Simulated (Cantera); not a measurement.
A Cantera script and its output.

```python
import numpy as np
import cantera as ct

gas = ct.Solution("gri30.yaml")
gas.TPX = 1825, 2666, {'CH4': 1, 'N2': 120}
reactor = ct.IdealGasConstPressureReactor(gas, energy="off", clone=False)
net = ct.ReactorNet([reactor])
net.rtol, net.atol = 1e-08, 1e-18
show = ['CH4', 'C2H4', 'HCN', 'H2', 'CH3']
times = np.geomspace(5e-05, 30, 9)

steps = ct.SolutionArray(gas, extra=["t"])
rows = []
print(f"{'t/s':>10s}{'T/K':>9s}{'P/Pa':>11s}" + "".join(f"{s:>11s}" for s in show))
for t in times:
    while net.time < t:
        t_next = net.step()
        steps.append(gas.state, t=t_next)
    rows.append([np.interp(t, steps.t, y) for y in (steps.T, steps.P, *steps(*show).X.T)])
    print(f"{t:10.3e}{rows[-1][0]:9.1f}{rows[-1][1]:11.4g}" + "".join(f"{x:11.3e}" for x in rows[-1][2:]))
rate = np.gradient(steps.T, steps.t)
print("integrator steps:", len(steps.t))
if steps.T.max() > steps.T[0] + 200:
    print(f"time of steepest temperature rise: {steps.t[rate.argmax()]:.4e} s")
gas.TPX = 1825, 2666, {'CH4': 1, 'N2': 120}
gas.equilibrate("TP")
print(f"equilibrium (TP): T = {gas.T:.1f} K  " + "  ".join(f"{s} {gas[s].X[0]:.3e}" for s in show))
```

Result:

```
       t/s      T/K       P/Pa        CH4       C2H4        HCN         H2        CH3
 5.000e-05   1825.0       2666  8.264e-03  8.427e-13  5.095e-15  1.328e-07  7.977e-07
 2.638e-04   1825.0       2666  8.259e-03  2.931e-10  2.815e-13  2.196e-06  5.702e-06
 1.392e-03   1825.0       2666  8.229e-03  7.372e-08  1.653e-11  1.716e-05  3.543e-05
 7.341e-03   1825.0       2666  8.050e-03  1.077e-05  1.787e-09  1.201e-04  1.882e-04
 3.873e-02   1825.0       2666  5.529e-03  3.678e-04  7.356e-07  3.131e-03  5.592e-04
 2.043e-01   1825.0       2666  7.397e-04  1.544e-05  1.783e-05  1.101e-02  1.241e-04
 1.078e+00   1825.0       2666  3.362e-05  1.046e-07  6.275e-05  1.215e-02  9.598e-06
 5.687e+00   1825.0       2666  2.291e-07  2.601e-08  8.616e-05  1.217e-02  8.890e-08
 3.000e+01   1825.0       2666  2.128e-08  2.571e-08  8.649e-05  1.214e-02  1.047e-08
integrator steps: 1356
equilibrium (TP): T = 1825.0 K  CH4 2.181e-08  C2H4 1.026e-09  HCN 7.869e-03  H2 1.214e-02  CH3 1.081e-08
```

Model: GRI-Mech 3.0 (53 species, 325 reactions), integrated in Cantera. GRI-Mech 3.0 stops at C3 and has no aromatics, soot or wall deposition, so with more carbon than oxygen in the feed, carbon stays in small species such as C2H2 where larger ones or solid carbon would form. Radical loss at walls, strong at low pressure, is not modelled.
